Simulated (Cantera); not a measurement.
A closed system holds: 1 mol Pb, 8 mol H2, equilibrated at 1200 °C and 0.100 bar.

Method: chemical equilibrium by Gibbs-energy minimisation in Cantera with the NASA 1993 tables (ideal gas, pure condensed phases). Candidate condensed phases: Pb; 4 gas species. The numbers say what is thermodynamically allowed, not how fast it happens.

Base state: H2 0.889, Pb 0.111, H 3.77e-5, Pb2 2.30e-5 (mole fractions); condensed: gas only.

What changes in the equilibrium state with this change: pressure from 0.100 bar to 0.180 bar?


```tsv
species	before	after
H2	0.889	0.895
Pb	0.111	0.105
Pb2	2.30e-5	3.68e-5
H	3.77e-5	2.82e-5
Pb(l), mol	0	0.0646
```

What changes in the equilibrium state with this change: Pb replaced by PbO?


```
species   before    after
-------  -------  -------
H2         0.889    0.778
H2O            0    0.111
Pb         0.111    0.111
H        3.77e-5  3.53e-5
Pb2      2.30e-5  2.30e-5
```
Further candidate phases: H2O, PbO, PbO2, Pb3O4.
